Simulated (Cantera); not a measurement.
A closed system holds: 1 mol CaCl₂, 1.1 mol H₂, 1.8 mol O₂, held at 1648.15 K and 1.30 Pa.

Equilibrium computed with Cantera from the NASA thermochemical tables; the gas is ideal and each condensed phase is pure. Condensed phases not in the tables: oxide chlorides. Rates play no part.

| species | before | after |
|---|---|---|
| O | 0.00400 | 0.207 |
| Cl | 0.133 | 0.192 |
| H | 0.000823 | 0.182 |
| HCl | 0.228 | 0.0357 |
| Ca | 4.78e-8 | 0.0461 |
| CaCl | 2.08e-5 | 0.0264 |
| H₂ | 0.00111 | 0.0248 |
| OH | 0.00659 | 0.0400 |
| H₂O | 0.197 | 0.0423 |
| O₂ | 0.323 | 0.150 |
| CaCl₂ | 0.107 | 0.0518 |
| CaO | 1.57e-8 | 0.00107 |
| CaOH | 1.72e-7 | 0.000987 |
| Cl₂ | 1.09e-5 | 3.06e-7 |
| Ca(OH)₂ | 7.10e-7 | 1.26e-5 |
| CaO(s), mol | 0.629 | 0.293 |
Gas species are given as mole fractions.

Problem. Name the change that produced these shifts.
A. pressure from 1.30 Pa to 1.33 mbar
B. temperature from 1648.15 K to 600 K
C. temperature from 1648.15 K to 1775 K
D. temperature from 1648.15 K to 2148.15 K

Solution. D, temperature from 1648.15 K to 2148.15 K
